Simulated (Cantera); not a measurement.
Gas mixture: 65.8 % CO2, 21.5 % H2O, 12.7 % CO, at 1.00 bar, frozen composition.

Cantera's kinetic-theory transport with the Lennard-Jones parameters of GRI-Mech 3.0, ideal gas; thermal conductivity in the multicomponent form. Polar gases are described roughly by these parameters.

D: mixture-averaged diffusion coefficient of that species in the mixture.

```json
[
 {"T (K)": "400", "ρ (kg/m³)": "1.09", "cp (J/kg/K)": "1051", "μ (µPa s)": "19.2", "λ (mW/m/K)": "28.9", "Pr": "0.698", "D (cm²/s) NH3": "0.308", "D (cm²/s) H2": "?", "D (cm²/s) N2": "0.299"},
 {"T (K)": "600", "ρ (kg/m³)": "0.730", "cp (J/kg/K)": "1177", "μ (µPa s)": "27.2", "λ (mW/m/K)": "45.9", "Pr": "0.699", "D (cm²/s) NH3": "0.675", "D (cm²/s) H2": "?", "D (cm²/s) N2": "0.614"},
 {"T (K)": "800", "ρ (kg/m³)": "0.547", "cp (J/kg/K)": "1270", "μ (µPa s)": "34.3", "λ (mW/m/K)": "62.3", "Pr": "0.699", "D (cm²/s) NH3": "1.16", "D (cm²/s) H2": "?", "D (cm²/s) N2": "1.01"},
 {"T (K)": "1000", "ρ (kg/m³)": "0.438", "cp (J/kg/K)": "1342", "μ (µPa s)": "40.7", "λ (mW/m/K)": "78.2", "Pr": "0.698", "D (cm²/s) NH3": "1.73", "D (cm²/s) H2": "?", "D (cm²/s) N2": "1.47"},
 {"T (K)": "1200", "ρ (kg/m³)": "0.365", "cp (J/kg/K)": "1396", "μ (µPa s)": "46.5", "λ (mW/m/K)": "93.3", "Pr": "0.696", "D (cm²/s) NH3": "2.40", "D (cm²/s) H2": "?", "D (cm²/s) N2": "2.00"},
 {"T (K)": "1400", "ρ (kg/m³)": "0.313", "cp (J/kg/K)": "1440", "μ (µPa s)": "52.0", "λ (mW/m/K)": "108", "Pr": "0.694", "D (cm²/s) NH3": "3.15", "D (cm²/s) H2": "?", "D (cm²/s) N2": "2.59"},
 {"T (K)": "1600", "ρ (kg/m³)": "0.274", "cp (J/kg/K)": "1474", "μ (µPa s)": "57.1", "λ (mW/m/K)": "121", "Pr": "0.693", "D (cm²/s) NH3": "3.97", "D (cm²/s) H2": "?", "D (cm²/s) N2": "3.24"}
]
```

Question: Some entries are withheld; supply them.

Answer: 
- 400, D (cm²/s) H2: 1.19
- 600, D (cm²/s) H2: 2.39
- 800, D (cm²/s) H2: 3.88
- 1000, D (cm²/s) H2: 5.63
- 1200, D (cm²/s) H2: 7.63
- 1400, D (cm²/s) H2: 9.86
- 1600, D (cm²/s) H2: 12.3
